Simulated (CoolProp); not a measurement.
Water at 293.15 K and 5.33 MPa flows at 10 m/s in a round tube of 12.7 mm bore and 45 µm roughness, fully developed (64/Re and Nu = 3.66 if laminar; Colebrook and Gnielinski if turbulent). Each further row changes one setting.

Values from CoolProp's reference Helmholtz-energy equation of state, Wagner 2002.

```json
[
 {"case": "as stated", "Reynolds number": "127000", "Darcy friction factor": "0.0284", "pressure drop (Pa/m)": "112000", "heat-transfer coefficient (W/(m² K))": "49000", "mass flow (kg/h)": "4560"},
 {"case": "velocity 20 m/s", "Reynolds number": "254000", "Darcy friction factor": "0.0279", "pressure drop (Pa/m)": "440000", "heat-transfer coefficient (W/(m² K))": "97300", "mass flow (kg/h)": "9130"},
 {"case": "diameter 25.4 mm", "Reynolds number": "254000", "Darcy friction factor": "0.0235", "pressure drop (Pa/m)": "46200", "heat-transfer coefficient (W/(m² K))": "43300", "mass flow (kg/h)": "18300"}
]
```

Viscosity comes from a separate model (Huber 2009). Thermal conductivity comes from a separate model (Huber 2012).
